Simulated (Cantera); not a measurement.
An isothermal, constant-pressure homogeneous reactor starts with 0.204 % CO, 3.33 % O2, 3.89 % H2O, 92.6 % N2, at 1300 K and 101000 Pa.

Model: GRI-Mech 3.0 (53 species, 325 reactions), integrated in Cantera.

**Question.** Predict: x(CO) at 3.00 s; x(O2) at 3.00 s; x(H2O) at 3.00 s; x(HO2) at 3.00 s; x(NO) at 3.00 s; x(N2O) at 3.00 s.

**Answer.** 
| Quantity | Value |
|---|---|
| x(CO) at 3.00 s | 1.73e-9 (gas-phase equilibrium 1.74e-9) |
| x(O2) at 3.00 s | 0.0323 (gas-phase equilibrium 0.0323) |
| x(H2O) at 3.00 s | 0.0389 (gas-phase equilibrium 0.0389) |
| x(HO2) at 3.00 s | 5.76e-9 (gas-phase equilibrium 5.75e-9) |
| x(NO) at 3.00 s | 1.04e-8 (gas-phase equilibrium 0.000169) |
| x(N2O) at 3.00 s | 1.29e-8 (gas-phase equilibrium 1.22e-8) |
